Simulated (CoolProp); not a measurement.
CF4 (R14) along the isotherm 243.8 K: density (kg/m³) from the reference equation and from simpler models built on Tc = 227.4 K, pc = 37.62 bar, ω = 0.178; each cubic takes its own stable root.

Computed with CoolProp (reference Helmholtz-energy equation of state, Platzer 1990). This equation is an older, rougher fit; its heat capacities, sound speeds and derivatives of the liquid may be far off and weren't checked against measurements.

| p (bar) | phase | reference | ideal gas | Redlich-Kwong | Soave-Redlich-Kwong | Peng-Robinson |
|---|---|---|---|---|---|---|
| 4.7 | gas | 21.14 | 20.40 | 21.16 | 21.13 | 21.23 |
| 9.41 | gas | 43.98 | 40.85 | 44.05 | 43.95 | 44.37 |
| 14.1 | gas | 68.68 | 61.21 | 68.87 | 68.63 | 69.62 |
| 18.8 | gas | 95.82 | 81.62 | 96.25 | 95.73 | 97.63 |
| 23.5 | gas | 126.0 | 102.0 | 126.8 | 125.8 | 129.0 |
| 28.2 | gas | 160.0 | 122.4 | 161.5 | 159.7 | 164.7 |
| 32.9 | gas | 199.4 | 142.8 | 201.9 | 198.7 | 206.2 |
| 37.6 | gas | 246.4 | 163.2 | 250.7 | 244.7 | 255.7 |
| 42.3 | supercritical | 305.1 | 183.6 | 312.4 | 301.1 | 316.7 |
| 47 | supercritical | 382.7 | 204.0 | 395.5 | 372.7 | 394.4 |
| 51.7 | supercritical | 488.0 | 224.5 | 504.6 | 463.1 | 492.3 |
| 56.4 | supercritical | 610.7 | 244.9 | 608.7 | 559.2 | 597.5 |
